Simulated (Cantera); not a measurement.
A freely propagating, adiabatic, planar premixed flame of CO : H2 : CH4 : O2 : N2 = 1 : 0.046 : 0.033 : 0.421 : 1.58 (molar parts), equivalence ratio 1.4, unburnt at 400 K and 100000 Pa; mixture-averaged transport, grid criteria slope 0.08 and curve 0.16, no radiation.

Computed with Cantera and GRI-Mech 3.0 (53 species, 325 reactions). Burning velocities carry a grid error of a few per cent, more on coarse grids.

Q: What does this change do: CH4 0.033 to 0.042 parts?

A: 
```csv
quantity,before,after
laminar burning velocity,105 cm/s,111 cm/s
thermal thickness,0.545 mm,0.504 mm
peak x(CH3),6.57e-5,9.67e-5
peak x(HCO),8.36e-6,1.15e-5
```
